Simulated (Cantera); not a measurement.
**Stirred combustor or abatement burner**

A perfectly stirred reactor is fed with 9.43 % C2H4, 18.9 % O2, 52.8 % N2, 18.9 % CO2, equivalence ratio 1.5, at 1.00 atm; it is adiabatic with a 625 K inlet, and is followed from long to short residence time, starting on the burning branch (τ in s: 0.024, 0.012, 0.0056, 0.0027, 0.0013, 0.00062, 0.0003, 0.00014, 6.8e-05, 3.3e-05, 1.6e-05, 7.6e-06).

Detailed kinetics in Cantera: GRI-Mech 3.0 (53 species, 325 reactions). GRI-Mech 3.0 was tuned for natural gas; its chemistry of ethylene as a main component is partial and can be far from experiment.

```
τ (s)    T (K)    x C2H4      x O2  x CO2    x HCN    x C2H
-------  -----  --------  --------  -----  -------  -------
0.024     2206   6.48e-6  0.000836  0.192  2.31e-6  1.58e-7
0.012     2191   1.06e-5   0.00127  0.191  2.99e-6  2.47e-7
0.0056    2170   1.84e-5   0.00198  0.190  3.82e-6  4.01e-7
0.0027    2144   3.18e-5   0.00290  0.188  4.78e-6  6.42e-7
0.0013    2115   5.69e-5   0.00408  0.186  6.10e-6  1.05e-6
0.00062   2083  0.000108   0.00559  0.184  8.23e-6  1.78e-6
0.00030   2051  0.000214   0.00761  0.182  1.18e-5  3.13e-6
0.00014   2010  0.000484    0.0111  0.179  1.81e-5  5.87e-6
6.8e-5    1942   0.00127    0.0185  0.177  2.48e-5  1.04e-5
3.3e-5     625    0.0943     0.189  0.189   <1e-12   <1e-12
1.6e-5     625    0.0943     0.189  0.189   <1e-12   <1e-12
7.6e-6     625    0.0943     0.189  0.189   <1e-12   <1e-12
```
x: mole fraction; the columns are a selection and need not sum to one.
